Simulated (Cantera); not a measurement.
# Thermodynamics of hydrogen reduction and annealing atmospheres, feed Cr2O3 + H2 + H2O + NH3

Input: 1 mol Cr2O3, 0.76 mol H2, 1.2 mol H2O, 0.00024 mol NH3, equilibrated at 1.33 mbar.

These are equilibrium values from Cantera (NASA tables, ideal gas, pure condensed phases), not measurements of a reactor. Candidate condensed phases: Cr, CrN, Cr2N, Cr2O3, H2O; 29 gas species. Kinetics and transport are ignored.

From 802 °C to 1702 °C the condensed part is Cr2O3(s).

```tsv
T (°C)	x H2O	x H2	x H	x OH	n Cr2O3(s)
802	0.612	0.388	2.50e-7	1.50e-9	1.00
902	0.612	0.388	2.09e-6	2.30e-8	1.00
1002	0.612	0.388	1.26e-5	2.31e-7	1.00
1102	0.612	0.388	5.84e-5	1.66e-6	1.00
1202	0.612	0.388	0.000221	9.15e-6	1.00
1302	0.612	0.387	0.000708	4.06e-5	1.00
1402	0.611	0.387	0.00198	0.000151	1.000
1502	0.610	0.385	0.00492	0.000486	1.000
1602	0.607	0.380	0.0111	0.00138	1.000
1702	0.600	0.372	0.0229	0.00351	0.999
```
x: gas mole fraction; n: condensed amount in mol.
